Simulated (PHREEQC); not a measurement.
1 kg of water holding 0.0036 mol Na2B4O7 and 0.31 mol KCl is evaporated at 25 °C; the solids stay in contact with the brine. The system is closed to CO2. Only these solids could form: Halite, Sylvite, Borax, Boric_acid,s, KB5O8:4H2O, K2B4O7:4H2O, NaBO2:4H2O, NaB5O8:5H2O, Teepleite.

The numbers come from PHREEQC with the Pitzer model, pitzer.dat.

**Question.** Predict ionic strength, Na in solution (mol/kgw), B in solution (mol/kgw) at water left (kg) = 0.1157, 0.09513, 0.04353, 0.006329.

**Answer.** 
| water left (kg) | ionic strength | Na in solution (mol/kgw) | B in solution (mol/kgw) |
|---|---|---|---|
| 0.1157 | 2.75 | 0.0622 | 0.124 |
| 0.09513 | 3.34 | 0.0757 | 0.151 |
| 0.04353 | 5.02 | 0.165 | 0.331 |
| 0.006329 | 5.94 | 1.14 | 1.40 |

Species that the database lacks are ignored.
